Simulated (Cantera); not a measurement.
What does this Cantera script print?

```python
import numpy as np
import cantera as ct

gas_names = """
    Fe FeO N NO NO2 NO3 N2 N2O O O2 O3 S SN SO SO2 SO3 S2 S2O S8
""".split()
cond_names = """
    Fe(a) Fe(c) Fe(d) Fe(L) FeO(s) FeO(L) FeS(a) FeS(b) FeS(c) FeS(L) FeSO4(s) FeS2(s) Fe2O3(s)
    Fe2S3O12(s) Fe3O4(s) S(cr1) S(cr2) S(L)
""".split()


def load(file, names, dense=False):
    # The tables refer to 1 bar. Condensed volumes are neglected.
    table = {s.name: s for s in ct.Species.list_from_file(file)}
    out = []
    for n in names:
        d = dict(table[n].input_data)
        d["thermo"] = dict(d["thermo"], **{"reference-pressure": 1e5})
        if dense:
            d["equation-of-state"] = {"model": "constant-volume", "density": "1e6 g/cm^3"}
        out.append(ct.Species.from_dict(d))
    return out


gas = ct.Solution(thermo="ideal-gas", species=load("nasa_gas.yaml", gas_names))
cond = {s.name: ct.Solution(thermo="fixed-stoichiometry", species=[s], name=s.name)
        for s in load("nasa_condensed.yaml", cond_names, dense=True)}
atoms = {
    'FeS2': {'Fe': 1, 'S': 2},
    'O2': {'O': 2},
    'N2': {'N': 2},
}
top_T = {'FeSO4(s)': 950, 'FeS2(s)': 1010, 'Fe2O3(s)': 1830, 'Fe2S3O12(s)': 1100, 'Fe3O4(s)': 1870}  # K; cautious upper limits of use, not melting points


def equilibrate(T, P, feed):
    n = {}
    for name, mol in feed.items():
        for a, k in atoms[name].items():
            n[a] = n.get(a, 0.0) + k * mol
    gas.TPX = T, P, n
    mass = sum(n.values()) * gas.mean_molecular_weight
    gas.equilibrate("TP")
    valid = [c for c in cond.values() if c.min_temp <= T <= top_T.get(c.name, c.max_temp)]
    mix = ct.Mixture([(gas, mass / gas.mean_molecular_weight)] + [(c, 0.0) for c in valid])
    mix.T, mix.P = T, P
    mix.equilibrate("TP", solver="vcs", rtol=1e-11, max_steps=5000)
    return mix


results = []
feed = {'FeS2': 1, 'O2': 0.27, 'N2': 21}  # mol
P = 1700000  # Pa
for T in [900, 975, 1050, 1125, 1200, 1275, 1350, 1425]:
    mix = equilibrate(T, P, feed)
    results.append((T, P, feed, dict(zip(mix.species_names, mix.species_moles))))
    x = sorted(zip(gas.X, gas.species_names), reverse=True)
    print(f"T = {T:g} K  P = {P:g} Pa  gas = {mix.phase_moles(0):.4g} mol")
    print("   x: " + "  ".join(f"{s} {v:.3e}" for v, s in x if v > 0.001))
    print("   condensed (mol): " + ("  ".join(f"{mix.phase(i).name} {mix.phase_moles(i):.4g}"
          for i in range(1, mix.n_phases) if mix.phase_moles(i) > 1e-12) or "none"))
```

Result:

```
T = 900 K  P = 1.7e+06 Pa  gas = 21.28 mol
   x: N2 9.866e-01  SO2 1.266e-02
   condensed (mol): FeS(c) 0.3  FeS2(s) 0.7
T = 975 K  P = 1.7e+06 Pa  gas = 21.54 mol
   x: N2 9.751e-01  SO2 1.229e-02  S2 1.213e-02
   condensed (mol): FeS(c) 0.8083  FeS2(s) 0.1917
T = 1050 K  P = 1.7e+06 Pa  gas = 21.63 mol
   x: N2 9.708e-01  S2 1.643e-02  SO2 1.219e-02
   condensed (mol): FeS(c) 1
T = 1125 K  P = 1.7e+06 Pa  gas = 21.63 mol
   x: N2 9.708e-01  S2 1.644e-02  SO2 1.219e-02
   condensed (mol): FeS(c) 1
T = 1200 K  P = 1.7e+06 Pa  gas = 21.63 mol
   x: N2 9.708e-01  S2 1.645e-02  SO2 1.220e-02
   condensed (mol): FeS(c) 1
T = 1275 K  P = 1.7e+06 Pa  gas = 21.63 mol
   x: N2 9.708e-01  S2 1.646e-02  SO2 1.219e-02
   condensed (mol): FeS(c) 1
T = 1350 K  P = 1.7e+06 Pa  gas = 21.63 mol
   x: N2 9.708e-01  S2 1.646e-02  SO2 1.219e-02
   condensed (mol): FeS(c) 1
T = 1425 K  P = 1.7e+06 Pa  gas = 21.63 mol
   x: N2 9.708e-01  S2 1.646e-02  SO2 1.217e-02
   condensed (mol): FeS(c) 1
```

Method: chemical equilibrium by Gibbs-energy minimisation in Cantera with the NASA 1993 tables (ideal gas, pure condensed phases). FeS: taken at fixed stoichiometry. Gases not in the tables: S3 to S7.
